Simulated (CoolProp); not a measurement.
Hexamethyldisiloxane (MM) along the isobar 101 kPa: density (kg/m³) from the reference equation and from simpler models built on Tc = 518.7 K, pc = 1931 kPa, ω = 0.418; each cubic takes its own stable root.

Values from CoolProp's reference Helmholtz-energy equation of state, Thol 2016.

```
T (K)   phase  reference  van der Waals  Redlich-Kwong  Soave-Redlich-Kwong  Peng-Robinson
-----  ------  ---------  -------------  -------------  -------------------  -------------
229.5  liquid      830.2          491.7          731.9                754.7          846.6
260.3  liquid      798.9          476.4          707.2                734.9          825.8
291.1  liquid      767.1          7.225          679.7                712.0          801.6
321.9  liquid      734.2          6.444          648.9                685.5          773.3
352.7  liquid      699.8          5.823          5.915                654.5          739.8
383.5     gas      5.455          5.316          5.374                5.418          5.432
414.2     gas      4.974          4.895          4.932                4.957          4.970
445       gas      4.582          4.536          4.561                4.574          4.585
475.8     gas      4.255          4.228          4.244                4.250          4.260
506.6     gas      3.975          3.960          3.970                3.972          3.980
```

At some of these states van der Waals, Redlich-Kwong gives the other phase, because its saturation line lies elsewhere.
